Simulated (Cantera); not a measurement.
A Cantera script and what it prints.

```python
import numpy as np
import cantera as ct

gas_names = """
    H H2S
""".split()
cond_names = """
    Ni3S4(s) Ni(cr) Ni(L)
""".split()


# ... load() reads the species with a 1 bar reference pressure and builds the phases ...
species = {s.name: s for s in load("nasa_gas.yaml", gas_names) + load("nasa_condensed.yaml", cond_names)}
# Each term lists the table entries of one substance; the one whose range holds T is used.
reactions = {
    'Ni3S4 + 8 H(g) = 3 Ni + 4 H2S(g)':
        [(-1, ['Ni3S4(s)']), (-8, ['H']), (3, ['Ni(cr)', 'Ni(L)']), (4, ['H2S'])],
}


def pick(names, T):
    return next(species[n] for n in names if species[n].thermo.min_temp <= T <= species[n].thermo.max_temp)


results = []
for label, terms in reactions.items():
    print(label)
    print("     T/K   dH/kJ  dS/(J/K)   dG/kJ   log10 K")
    for T in [425, 450, 475, 500, 525, 550, 575]:
        used = [(nu, pick(names, T)) for nu, names in terms]
        dH = sum(nu * s.thermo.h(T) for nu, s in used) / 1e6
        dS = sum(nu * s.thermo.s(T) for nu, s in used) / 1e3
        dG = dH - T * dS / 1e3
        logK = -dG * 1e6 / (ct.gas_constant * T * np.log(10))
        results.append((label, T, dH, dS, dG, logK, [s.name for _, s in used]))
        print(f"{T:8g} {dH:8.1f} {dS:8.1f} {dG:8.1f} {logK:8.2f}")
```

Output:

```
Ni3S4 + 8 H(g) = 3 Ni + 4 H2S(g)
     T/K   dH/kJ  dS/(J/K)   dG/kJ   log10 K
     425  -1539.7   -232.9  -1440.7   177.06
     450  -1542.6   -239.7  -1434.8   166.54
     475  -1545.6   -246.1  -1428.7   157.11
     500  -1548.6   -252.3  -1422.5   148.60
     525  -1551.6   -258.1  -1416.1   140.89
     550  -1554.6   -263.6  -1409.6   133.87
     575  -1557.5   -268.8  -1402.9   127.44
```

Standard-state values (1 bar) from the NASA 1993 polynomials, evaluated with Cantera. Condensed species are held in their standard states even where they would react or evaporate.
